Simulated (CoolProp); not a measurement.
Vapour pressure (MPa) of normal hydrogen: the reference equation beside estimates from Tc = 33.1 K, pc = 1.296 MPa, ω = -0.219. Clausius-Clapeyron is anchored at 25.2 K with a constant enthalpy of vaporisation of 0.8195 kJ/mol.

Computed with CoolProp (reference Helmholtz-energy equation of state, Leachman 2009).

| T (K) | reference | Lee-Kesler | Clausius-Clapeyron | van der Waals | Redlich-Kwong | Soave-Redlich-Kwong | Peng-Robinson |
|---|---|---|---|---|---|---|---|
| 19.3 | 0.07283 | 0.07289 | 0.1013 | 0.09453 | 0.01925 | 0.06757 | 0.07278 |
| 20.7 | 0.1116 | 0.1117 | 0.1430 | 0.1414 | 0.03995 | 0.1072 | 0.1134 |
| 22.2 | 0.1675 | 0.1677 | 0.1973 | 0.2067 | 0.07724 | 0.1652 | 0.1721 |
| 23.7 | 0.2410 | 0.2412 | 0.2614 | 0.2894 | 0.1353 | 0.2419 | 0.2490 |
| 25.2 | 0.3348 | 0.3348 | 0.3348 | 0.3911 | 0.2195 | 0.3397 | 0.3465 |
| 26.7 | 0.4515 | 0.4513 | 0.4170 | 0.5131 | 0.3349 | 0.4610 | 0.4669 |
| 28.1 | 0.5838 | 0.5834 | 0.5012 | 0.6465 | 0.4751 | 0.5972 | 0.6018 |
| 29.6 | 0.7537 | 0.7532 | 0.5987 | 0.8114 | 0.6644 | 0.7697 | 0.7727 |
| 31.1 | 0.9563 | 0.9564 | 0.7031 | 0.9999 | 0.8984 | 0.9713 | 0.9728 |
| 32.6 | 1.197 | 1.198 | 0.8134 | 1.213 | 1.181 | 1.204 | 1.204 |

Absolute difference from the reference over all 10 rows, mean and median: Lee-Kesler 0.1 and 0.1 %, Clausius-Clapeyron 19.4 and 19.2 %, van der Waals 15.5 and 15.2 %, Redlich-Kwong 33.4 and 30.1 %, Soave-Redlich-Kwong 2.3 and 1.8 %, Peng-Robinson 2.3 and 2.6 %.
